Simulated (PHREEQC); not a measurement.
## Acid rinse or clean (model solution)

Dissolve 0.011 mol HF, 0.03 mol AlCl3 and 0.0046 mol KCl per kg of water at 25 °C. Closed to the air; pH follows from the charge balance.

All values are PHREEQC results (ion-association model, phreeqc.dat), not measurements.

Each row changes one thing in this solution. Precipitation was switched off in this run.

```
case                                pH  ionic strength (mol/kgw)  Al+3 (mol/kgw)  AlF+2 (mol/kgw)  AlF2+ (mol/kgw)  AlOH+2 (mol/kgw)  SI of Gibbsite (Al(OH)3)
--------------------------------  ----  ------------------------  --------------  ---------------  ---------------  ----------------  ------------------------
as made                           2.05                     0.163          0.0193           0.0104         0.000286           9.30e-6                     -4.52
AlCl3 from 0.03 to 0.015 mol/kgw  2.04                    0.0735         0.00493          0.00914         0.000924           2.56e-6                     -5.00
KCl left out                      2.05                     0.158          0.0193           0.0104         0.000287           9.32e-6                     -4.51
HF from 0.011 to 0.022 mol/kgw    1.75                     0.142         0.00980           0.0184          0.00178           2.39e-6                     -5.69
diluted 100-fold with water       3.93                   0.00160        0.000180         0.000103          3.20e-6           1.23e-5                     -0.24
temperature from 25 to 75 °C      2.06                     0.163          0.0191           0.0104         0.000278          0.000165                     -2.19
temperature from 25 to 65 °C      2.06                     0.163          0.0192           0.0104         0.000279           9.75e-5                     -2.59
```

Complexes and solids missing from the database can't appear. At this temperature some constants are extrapolated from 25 °C, and those without enthalpy data are left unchanged. Fluoro complexes past AlF4- and FeF3 are missing from the database.
